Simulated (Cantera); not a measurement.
Feed: 1 mol PbS, a varied amount of H2, equilibrated at 1925 K and 280000 Pa.

Cantera equilibrium calculation (NASA polynomials, part measured and part estimated; ideal gas, pure solids and liquids). Candidate condensed phases: Pb, PbS, S; 10 gas species. The numbers say what is thermodynamically allowed, not how fast it happens.

Problem. At 130 mol H2, list the 6 most abundant gas species with their mole fractions, and the condensed phases.

Solution. H2 0.985, Pb 0.00638, H2S 0.00602, PbS 0.00125, H 0.000567, SH 0.000299. Condensed: gas only.
